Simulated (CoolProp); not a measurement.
Vapour-liquid equilibrium of nitrogen (1) + methane (2) at -172.15 °C; x and y are mole fractions of (1).

Model: multi-fluid Helmholtz-energy mixture model, Span 2000 and Setzmann 1991; pair parameters Kunz 2012, in CoolProp.

| x | bubble pressure (kPa) | y at the bubble point | dew pressure at overall composition x (kPa) | liquid density (mol/L) |
|---|---|---|---|---|
| 0.05 | 110.9 | 0.659 | 40.12 | 27.19 |
| 0.2 | 279.5 | 0.873 | 47.70 | 26.94 |
| 0.35 | 400.6 | 0.919 | … | … |
| 0.5 | … | 0.941 | 76.19 | … |
| 0.65 | 585.8 | 0.958 | 108.0 | 25.86 |
| 0.8 | 679.0 | … | … | 25.33 |
| 0.95 | … | … | 541.2 | 24.65 |

### Question
Some entries are withheld; supply them.

### Answer

- 0.35, dew pressure at overall composition x (kPa): 58.74
- 0.35, liquid density (mol/L): 26.65
- 0.5, bubble pressure (kPa): 497.4
- 0.5, liquid density (mol/L): 26.29
- 0.8, y at the bubble point: 0.974
- 0.8, dew pressure at overall composition x (kPa): 184.6
- 0.95, bubble pressure (kPa): 790.0
- 0.95, y at the bubble point: 0.993

No azeotrope shows between x = 0.05 and 0.95.

Pair parameters are fitted to limited data, so mixtures are less certain than the pure fluids. The gap from Raoult's law changes sign with composition, which may be real or a fault of the pair parameters; it wasn't checked against measurements.
